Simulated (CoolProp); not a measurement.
Vapour-liquid equilibrium of R22 (1) + R142b (2) at 0.6 MPa; x and y are mole fractions of (1).

Model: multi-fluid Helmholtz-energy mixture model, Kamei 1995 and Lemmon 2006; pair parameters Bell 2016, in CoolProp.

Give the bubble temperature and the first vapour's composition at x = 0.25, 0.65, 0.75. Is there an azeotrope?

x = 0.25: 305.1 K, y = 0.450; x = 0.65: 289.6 K, y = 0.835; x = 0.75: 286.3 K, y = 0.895. No azeotrope shows between x = 0.05 and 0.95.

Pair parameters are fitted to limited data, so mixtures are less certain than the pure fluids.
